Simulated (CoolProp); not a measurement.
A single-stage vapour-compression cycle with n-butane: evaporating at 307.15 K (dew point), condensing at 369.15 K (bubble point), superheat 5 K, subcooling 0 K, compressor efficiency 0.75, no pressure losses. Each further row changes one setting.

Computed with CoolProp (reference Helmholtz-energy equation of state, Bücker 2006).

```tsv
case	cooling COP	pressure ratio	discharge temperature (K)	refrigerating effect (kJ/kg)	volumetric capacity (kJ/m³)
as stated	2.42	4.42	371.5	192	1500
evaporating temperature 312.15 K	2.77	3.83	371.4	199	1790
condensing temperature 364.15 K	2.78	4.00	366.9	207	1620
subcooling 5 K	2.61	4.42	371.5	207	1620
superheat 15 K	2.52	4.42	380.8	211	1580
compressor efficiency 0.65	2.09	4.42	376.4	192	1500
```
